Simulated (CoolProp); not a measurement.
A simple Rankine cycle with m-xylene: condensing at 322.15 K, boiler at 0.531 MPa, turbine inlet 491.8 K, turbine efficiency 0.85, pump efficiency 0.7, no recuperator. Each further row changes one setting.

Computed with CoolProp (reference Helmholtz-energy equation of state, Zhou 2012).

```csv
case,thermal efficiency (%),net work (kJ/kg),heat in (kJ/kg),turbine exit temperature (K),volume ratio over the turbine
as stated,21.3,137,642,…,126
turbine inlet 511.8 K,21.1,144,682,422.8,…
condensing temperature 314.15 K,22.4,147,…,395.9,…
boiler pressure 0.372 MPa,20.1,…,…,410.6,85.7
turbine efficiency 0.75,…,121,642,412.5,129
```

Task: Fill in the missing entries.

Result: 
- as stated, turbine exit temperature (K): 402.3
- turbine inlet 511.8 K, volume ratio over the turbine: 124
- condensing temperature 314.15 K, heat in (kJ/kg): 656
- condensing temperature 314.15 K, volume ratio over the turbine: 184
- boiler pressure 0.372 MPa, net work (kJ/kg): 130
- boiler pressure 0.372 MPa, heat in (kJ/kg): 648
- turbine efficiency 0.75, thermal efficiency (%): 18.8
